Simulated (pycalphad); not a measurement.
# Effect of Si content in Fe-Si

Computed with pycalphad from the COST 507 light-alloy database (1999), at 1 atm. The data set is of 1999 and partly superseded. Amounts are mole fractions of atoms. Kinetics are ignored, which matters at the lower temperatures.

Problem. One of these alloys has its liquidus at 1353 °C, its solidus at 1204 °C, and holds FESI2_L 0.51, FESI 0.49 at 402 °C. Which?
A) Fe-41.48Si (wt.%)
B) Fe-64.07Si (wt.%)
C) Fe-24.33Si (wt.%)

Solution. A, Fe-41.48Si (wt.%). The others: Fe-24.33Si (wt.%), liquidus 1289, solidus 1203; Fe-64.07Si (wt.%), liquidus 1287, solidus 1205

Database names, with the compositions (at.%) that they take in these runs: FESI: Fe 50 Si 50; FESI2_L: Si 67 Fe 33.
